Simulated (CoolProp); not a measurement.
2000 sccm (0 °C, 1 atm) of nitrogen bubbles through liquid hexamethyldisiloxane (MM) at 311.2 K and leaves saturated at a total pressure of 0.041 MPa (ideal gas phase). Each further row changes one setting.

Values from CoolProp's reference Helmholtz-energy equation of state, Thol 2016.

| case | vapour pressure (kPa) | mole fraction of vapour | delivery (mg/min) | delivery (sccm) | change of delivery for a bath 1 K warmer (%) |
|---|---|---|---|---|---|
| as stated | 10.4 | [?] | 4950 | [?] | 6.3 |
| bath temperature 316.2 K | 13.1 | [?] | 6770 | [?] | 6.7 |
| total pressure 0.082 MPa | 10.4 | [?] | 2110 | [?] | [?] |

### Question
Fill in the missing entries.

### Answer

- as stated, mole fraction of vapour: 0.255
- as stated, delivery (sccm): 683
- bath temperature 316.2 K, mole fraction of vapour: 0.318
- bath temperature 316.2 K, delivery (sccm): 934
- total pressure 0.082 MPa, mole fraction of vapour: 0.127
- total pressure 0.082 MPa, delivery (sccm): 292
- total pressure 0.082 MPa, change of delivery for a bath 1 K warmer (%): 5.4
